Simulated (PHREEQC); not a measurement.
Solution (75 °C): 0.0031 mol HF and 8.2e-05 mol NaF per kg of water. Closed to the air; pH follows from the charge balance.

Equilibrium calculation in PHREEQC: ion-association model, phreeqc.dat.

Precipitation was switched off in this run.

### Question
Order these F species by the share of F that they hold, largest first: HF, HF2-, F-.

### Answer
HF (73 %), F- (26 %), HF2- (0.53 %)

The pH is 3.14 and the ionic strength 0.000838 mol/kgw. At this temperature some constants are extrapolated from 25 °C, and those without enthalpy data are left unchanged.
